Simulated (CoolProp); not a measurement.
Values from CoolProp's reference Helmholtz-energy equation of state, Thol 2018.

Task: Give the vapour pressure (MPa), vapour density (kg/m³), enthalpy of vaporisation (kJ/kg), liquid cp (kJ/(kg K)) of saturated hydrogen chloride at 279.8, 283.1 K.

Result: 
```json
[
 {"T (K)": "279.8", "p (MPa)": "3.07", "vapour density (kg/m³)": "67.3", "enthalpy of vaporisation (kJ/kg)": "295", "liquid cp (kJ/(kg K))": "2.13"},
 {"T (K)": "283.1", "p (MPa)": "3.33", "vapour density (kg/m³)": "73.9", "enthalpy of vaporisation (kJ/kg)": "286", "liquid cp (kJ/(kg K))": "2.20"}
]
```
